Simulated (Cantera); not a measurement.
An adiabatic, constant-pressure homogeneous reactor starts with CH3OH : O2 : N2 = 1 : 1.15 : 4.34 (molar parts), at 1823 K and 6.10 bar.

Computed with Cantera and GRI-Mech 3.0 (53 species, 325 reactions). GRI-Mech 3.0 was tuned for natural gas; its chemistry of methanol as a main component is partial and can be far from experiment.

Question: Predict: time of steepest temperature rise; temperature at 2.00 s; equilibrium temperature; x(O2) at 2.00 s.

Answer: 
```json
{
  "time_of_steepest_temperature_rise": "3.88 µs",
  "temperature at 2.00 s": "2983 K",
  "equilibrium_temperature": "2983 K",
  "x(O2) at 2.00 s": "0.00710 (gas-phase equilibrium 0.00710)"
}
```
